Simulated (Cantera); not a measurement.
What does this Cantera script print?

```python
import numpy as np
import cantera as ct

gas_names = """
    OH
""".split()
cond_names = """
    Fe(a) Fe(c) Fe(d) Fe(L) Fe(OH)3(s)
""".split()


# ... load() reads the species with a 1 bar reference pressure and builds the phases ...
species = {s.name: s for s in load("nasa_gas.yaml", gas_names) + load("nasa_condensed.yaml", cond_names)}
# Each term lists the table entries of one substance; the one whose range holds T is used.
reactions = {
    'Fe + 3 OH(g) = Fe(OH)3':
        [(-1, ['Fe(a)', 'Fe(c)', 'Fe(d)', 'Fe(L)']), (-3, ['OH']), (1, ['Fe(OH)3(s)'])],
}


def pick(names, T):
    return next(species[n] for n in names if species[n].thermo.min_temp <= T <= species[n].thermo.max_temp)


results = []
for label, terms in reactions.items():
    print(label)
    print("     T/K   dH/kJ  dS/(J/K)   dG/kJ   log10 K")
    for T in [300, 400, 450, 500, 550, 600, 650, 700, 750, 800, 850, 900]:
        used = [(nu, pick(names, T)) for nu, names in terms]
        dH = sum(nu * s.thermo.h(T) for nu, s in used) / 1e6
        dS = sum(nu * s.thermo.s(T) for nu, s in used) / 1e3
        dG = dH - T * dS / 1e3
        logK = -dG * 1e6 / (ct.gas_constant * T * np.log(10))
        results.append((label, T, dH, dS, dG, logK, [s.name for _, s in used]))
        print(f"{T:8g} {dH:8.1f} {dS:8.1f} {dG:8.1f} {logK:8.2f}")
```

It prints:

```
Fe + 3 OH(g) = Fe(OH)3
     T/K   dH/kJ  dS/(J/K)   dG/kJ   log10 K
     300   -950.7   -474.0   -808.5   140.77
     400   -951.2   -475.7   -761.0    99.37
     450   -951.0   -475.2   -737.2    85.57
     500   -950.6   -474.2   -713.5    74.53
     550   -949.9   -472.9   -689.8    65.51
     600   -949.0   -471.4   -666.2    57.99
     650   -947.9   -469.7   -642.6    51.64
     700   -946.7   -467.9   -619.2    46.20
     750   -945.4   -466.1   -595.9    41.50
     800   -944.0   -464.3   -572.6    37.39
     850   -942.6   -462.6   -549.4    33.76
     900   -941.2   -461.0   -526.3    30.55
```

Source: NASA polynomial tables (part measured, part estimated), evaluated in Cantera. Condensed species are held in their standard states even where they would react or evaporate.
